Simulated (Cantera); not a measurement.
A perfectly stirred reactor is fed with CH₃OH : O₂ : N₂ = 1 : 1.36 : 12.3 (molar parts), at 750 Torr; it is adiabatic with a 823 K inlet, and is followed from long to short residence time, starting on the burning branch (τ in s: 0.31, 0.14, 0.066, 0.03, 0.014, 0.0065, 0.003, 0.0014, 0.00065, 0.0003, 0.00014, 6.4e-05).

Cantera simulation using GRI-Mech 3.0 (53 species, 325 reactions); the numbers are that mechanism's predictions, not measurements. GRI-Mech 3.0 was tuned for natural gas; its chemistry of methanol as a main component is partial and can be far from experiment.

Problem. Predict: blow-out, bracketed by the residence times tried; x(CH₃OH) at τ = 0.310 s; x(O₂) at τ = 0.310 s; x(HO₂) at τ = 0.310 s; x(H₂O) at τ = 0.310 s; x(CH₃OH) at τ = 3.00 ms; x(O₂) at τ = 3.00 ms; x(HO₂) at τ = 3.00 ms; x(CH₂CO) at τ = 3.00 ms; x(H₂O) at τ = 3.00 ms.

Solution. 
```
Property                                                                        Result
------------------------------------------------  ------------------------------------
blow-out, bracketed by the residence times tried  burning at 0.300 ms, out at 0.140 ms
x(CH₃OH) at τ = 0.310 s                                                        7.90e-7
x(O₂) at τ = 0.310 s                                                          0.000412
x(HO₂) at τ = 0.310 s                                                          1.28e-7
x(H₂O) at τ = 0.310 s                                                            0.123
x(CH₃OH) at τ = 3.00 ms                                                        1.53e-5
x(O₂) at τ = 3.00 ms                                                           0.00485
x(HO₂) at τ = 3.00 ms                                                          2.28e-6
x(CH₂CO) at τ = 3.00 ms                                                        7.98e-9
x(H₂O) at τ = 3.00 ms                                                            0.116
```
